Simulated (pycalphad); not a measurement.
CALPHAD calculation (pycalphad, COST 507 light-alloy database (1999)), 1 atm. These are 1990s assessments: newer ones move some temperatures and phases. The system is extrapolated from its subsystems; higher-order compounds may be missing. Phase fractions are per mole of atoms.

**Question.** Give the equilibrium state of Al-1.41Sn-10.1Si (at.%) at 650 K.

**Answer.** 
```
T = 650.00 K, P = 101325 Pa, N = 1 mol of atoms
G = -21955 J/mol, H = 9474 J/mol, S = 48.35 J/(mol K)  (SER reference)
chemical potentials (J/mol): Al -22388, Sn -40152, Si -15618
phase             fraction      x(Al)      x(Sn)      x(Si)
FCC_A1              0.8855     0.9977   0.000406     0.0019
DIAMOND_A4          0.0993   6.54e-09   3.15e-07     1.0000
LIQUID              0.0152     0.0947     0.9052   5.76e-05
```

**Question.** Give the equilibrium state of Al-1.41Sn-10.1Si (at.%) at 850 K.

**Answer.** liquid, fraction 0.940, with 1.5 Sn, 10.7 Si at.%; fcc, fraction 0.060, with 0.05 Sn, 1.3 Si at.%.

FCC_A1 is fcc; DIAMOND_A4 is diamond (Si).
